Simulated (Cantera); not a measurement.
Charge: 1 mol Si₃H₈, 0.069 mol HCl, 7.8 mol H₂, held at 61.5 Torr.

Cantera equilibrium calculation (NASA polynomials, part measured and part estimated; ideal gas, pure solids and liquids). Candidate condensed phases: Si; 19 gas species. The feed counts by its element totals alone. The numbers say what is thermodynamically allowed, not how fast it happens. All values below are at 1598 K.

Base state: H₂ 0.994, HCl 0.00559, H 0.000185, SiCl₂ 0.000108 (mole fractions); condensed: Si(s).

### Question
What changes in the equilibrium state with this change: Si₃H₈ replaced by SiCl₄?

### Answer
| species | before | after |
|---|---|---|
| H₂ | 0.994 | 0.700 |
| HCl | 0.00559 | 0.198 |
| SiCl₂ | 0.000108 | 0.0905 |
| SiCl₄ | 1.32e-9 | 0.00196 |
| SiCl₃ | 2.40e-7 | 0.00846 |
| Si(s), mol | 3.00 | 0 |
The tables' values for SiCl₃, SiCl are old estimates; treat these amounts as uncertain.
